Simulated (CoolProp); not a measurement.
Saturation properties of dimethyl carbonate (Tc = 557.0 K, pc = 4.909 MPa, ω = 0.346).

Values from CoolProp's reference Helmholtz-energy equation of state, Zhou 2011.

```
T (K)  p (MPa)  vapour density (kg/m³)  enthalpy of vaporisation (kJ/kg)
-----  -------  ----------------------  --------------------------------
307.7  0.01164                  0.4123                             412.9
318.8  0.01930                  0.6615                             405.6
329.9  0.03072                   1.021                             398.2
341.1  0.04732                   1.528                             390.8
352.2  0.07030                   2.211                             383.3
363.3   0.1015                   3.116                             375.6
374.4   0.1427                   4.290                             367.8
385.5   0.1962                   5.785                             359.7
```

It boils at 363.3 K under 1 atm.
